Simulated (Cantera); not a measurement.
**Oxide etching and cleaning by halides: TiO₂ + SiCl₄ + O₂**

A closed system holds: 1 mol TiO₂, a varied amount of SiCl₄, 0.2 mol O₂, held at 898.15 K and 15.0 mbar.

Method: chemical equilibrium by Gibbs-energy minimisation in Cantera with the NASA 1993 tables (ideal gas, pure condensed phases). Candidate condensed phases: Si, SiO₂, Ti, TiCl₂, TiCl₃, TiCl₄, TiO, TiO₂, Ti₂O₃, Ti₃O₅, Ti₄O₇; 24 gas species. Condensed phases not in the tables: TiOCl, alloys, solid solutions and most ternary compounds. Kinetics and transport are ignored.

| n(SiCl₄) (mol) | x Cl₂ | x TiCl₄ | x SiCl₄ | x Cl | x O₂ | x TiCl₃ | x ClO | n SiO₂(β-quartz) | n TiO₂(rutile) |
|---|---|---|---|---|---|---|---|---|---|
| 0.34 | 0.740 | 0.259 | 7.26e-6 | 0.000502 | 1.02e-7 | 1.32e-9 | 1.66e-9 | 0.340 | 0.860 |
| 0.42 | 0.645 | 0.355 | 9.94e-6 | 0.000468 | 5.65e-8 | 1.94e-9 | 1.15e-9 | 0.420 | 0.780 |
| 0.52 | 0.555 | 0.444 | 1.24e-5 | 0.000435 | 3.35e-8 | 2.62e-9 | 8.23e-10 | 0.520 | 0.680 |
| 0.64 | 0.476 | 0.524 | 1.47e-5 | 0.000402 | 2.09e-8 | 3.33e-9 | 6.01e-10 | 0.640 | 0.560 |
| 0.8 | 0.400 | 0.600 | 1.68e-5 | 0.000369 | 1.28e-8 | 4.17e-9 | 4.32e-10 | 0.800 | 0.400 |
| 0.99 | 0.336 | 0.664 | 1.86e-5 | 0.000338 | 8.20e-9 | 5.03e-9 | 3.17e-10 | 0.990 | 0.210 |
| 1.2 | 0.286 | 0.714 | 2.00e-5 | 0.000312 | 5.51e-9 | 5.87e-9 | 2.39e-10 | 1.20 | 0 |
| 1.5 | 0.235 | 0.588 | 0.176 | 0.000283 | <1e-12 | 5.33e-9 | 1.90e-12 | 1.20 | 0 |
| 1.9 | 0.190 | 0.476 | 0.333 | 0.000255 | <1e-12 | 4.79e-9 | 1.01e-12 | 1.20 | 0 |
| 2.3 | 0.160 | 0.400 | 0.440 | 0.000233 | <1e-12 | 4.39e-9 | <1e-12 | 1.20 | 0 |
| 2.9 | 0.129 | 0.323 | 0.548 | 0.000209 | <1e-12 | 3.95e-9 | <1e-12 | 1.20 | 0 |
x: gas mole fraction; n: condensed amount in mol.

From 0.34 mol SiCl₄ to 0.99 mol SiCl₄ the condensed part is SiO₂(β-quartz) + TiO₂(rutile). From 1.2 mol SiCl₄ to 2.9 mol SiCl₄ the condensed part is SiO₂(β-quartz). The main Ti-bearing gas is TiCl₄ throughout.
